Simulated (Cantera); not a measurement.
A closed system holds: 1 mol AlN, 0.52 mol H2O, 24 mol H2, equilibrated at 1127 °C and 10.0 mbar.

Cantera equilibrium calculation (NASA polynomials, part measured and part estimated; ideal gas, pure solids and liquids). Candidate condensed phases: Al, AlN, Al2O3, H2O; 35 gas species. Mutual solubility and eutectic melting of coexisting phases are not modelled. The numbers say what is thermodynamically allowed, not how fast it happens.

Base state: H2 0.993, N2 0.00702, H 4.85e-5 (mole fractions); condensed: AlN(s) + Al2O3(s).

Task: What changes in the equilibrium state with this change: temperature from 1127 °C to 1652 °C?

Result: 
```tsv
species	before	after
H2	0.993	0.949
N2	0.00702	0.0194
Al	1.91e-8	0.0124
Al2O	<1e-9	0.00945
AlH	3.49e-9	0.000401
AlOH	1.63e-9	4.75e-5
AlN(s), mol	0.653	0
Al2O3(s), mol	0.173	0.0919
```
The tables' values for AlOH are old estimates; treat these amounts as uncertain.
